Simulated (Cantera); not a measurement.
Cantera run:

```python
import numpy as np
import cantera as ct

gas_names = """
    H HO2 H2 H2O H2O2 O OH O2 O3 V VO VO2
""".split()
cond_names = """
    H2O(s) H2O(L) V(cr) V(L) VO(s) VO(L) V2O3(s) V2O3(L) V2O4(I) V2O4(II) V2O4(L) V2O5(s) V2O5(L)
""".split()


# ... load() reads the species with a 1 bar reference pressure and builds the phases ...
atoms = {
    'V2O5': {'V': 2, 'O': 5},
    'H2': {'H': 2},
    'H2O': {'H': 2, 'O': 1},
}
top_T = {}  # K; cautious upper limits of use, not melting points


# ... equilibrate(T, P, feed) seeds the gas with the atoms and calls Mixture.equilibrate('TP', solver="vcs", rtol=1e-11, max_steps=5000) ...
results = []
feed = {'V2O5': 1, 'H2': 0.61, 'H2O': 2}  # mol
T = 900  # K
for P in [10, 52, 270, 1400, 7200, 37000, 190000, 1000000]:
    mix = equilibrate(T, P, feed)
    results.append((T, P, feed, dict(zip(mix.species_names, mix.species_moles))))
    x = sorted(zip(gas.X, gas.species_names), reverse=True)
    print(f"T = {T:g} K  P = {P:g} Pa  gas = {mix.phase_moles(0):.4g} mol")
    print("   x: " + "  ".join(f"{s} {v:.3e}" for v, s in x if v > 1e-05))
    print("   condensed (mol): " + ("  ".join(f"{mix.phase(i).name} {mix.phase_moles(i):.4g}"
          for i in range(1, mix.n_phases) if mix.phase_moles(i) > 1e-12) or "none"))
```

Output:

```
T = 900 K  P = 10 Pa  gas = 2.805 mol
   x: H2O 9.305e-01  O2 6.952e-02
   condensed (mol): V2O4(II) 1
T = 900 K  P = 52 Pa  gas = 2.692 mol
   x: H2O 9.696e-01  O2 3.045e-02
   condensed (mol): V2O4(II) 0.7739  V2O5(s) 0.2261
T = 900 K  P = 270 Pa  gas = 2.625 mol
   x: H2O 9.941e-01  O2 5.864e-03
   condensed (mol): V2O4(II) 0.6408  V2O5(s) 0.3592
T = 900 K  P = 1400 Pa  gas = 2.613 mol
   x: H2O 9.989e-01  O2 1.131e-03
   condensed (mol): V2O4(II) 0.6159  V2O5(s) 0.3841
T = 900 K  P = 7200 Pa  gas = 2.611 mol
   x: H2O 9.998e-01  O2 2.199e-04
   condensed (mol): V2O4(II) 0.6111  V2O5(s) 0.3889
T = 900 K  P = 37000 Pa  gas = 2.61 mol
   x: H2O 1.000e+00  O2 4.279e-05
   condensed (mol): V2O4(II) 0.6102  V2O5(s) 0.3898
T = 900 K  P = 190000 Pa  gas = 2.61 mol
   x: H2O 1.000e+00
   condensed (mol): V2O4(II) 0.61  V2O5(s) 0.39
T = 900 K  P = 1e+06 Pa  gas = 2.61 mol
   x: H2O 1.000e+00
   condensed (mol): V2O4(II) 0.61  V2O5(s) 0.39
```

Method: chemical equilibrium by Gibbs-energy minimisation in Cantera with the NASA 1993 tables (ideal gas, pure condensed phases). Condensed phases not in the tables: the oxides between V2O3 and V2O5 other than VO2. Gases not in the tables: V4O10.
